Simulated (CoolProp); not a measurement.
R1233zd(E) along the isotherm 450 K: density (kg/m³) from the reference equation and from simpler models built on Tc = 438.9 K, pc = 3.583 MPa, ω = 0.304; each cubic takes its own stable root.

Values from CoolProp's reference Helmholtz-energy equation of state, Akasaka 2022.

```csv
p (MPa),phase,reference
0.336,gas,12.10
0.672,gas,25.03
1.01,gas,39.04
1.34,gas,53.86
1.68,gas,70.61
2.02,gas,89.21
2.35,gas,109.6
2.69,gas,133.9
3.02,gas,162.1
3.36,gas,199.0
3.69,supercritical,249.4
4.03,supercritical,343.5
4.37,supercritical,541.0
4.7,supercritical,638.1
5.04,supercritical,685.7
5.37,supercritical,716.0
```

Q: How far does each simpler model (ideal gas, van der Waals, Redlich-Kwong, Soave-Redlich-Kwong, Peng-Robinson) lie from the reference over these 16 states: mean and median of the absolute difference, and the worst?

A: 
- ideal gas: mean 37.7 %, median 32.5 %, worst -74.4 % at 450 K and 5.04 MPa
- van der Waals: mean 8.6 %, median 3.9 %, worst -27.3 % at 450 K and 5.37 MPa
- Redlich-Kwong: mean 4.3 %, median 0.9 %, worst -16.2 % at 450 K and 5.04 MPa
- Soave-Redlich-Kwong: mean 6.4 %, median 2.1 %, worst -20.2 % at 450 K and 4.7 MPa
- Peng-Robinson: mean 3.9 %, median 1.5 %, worst -13.3 % at 450 K and 4.7 MPa
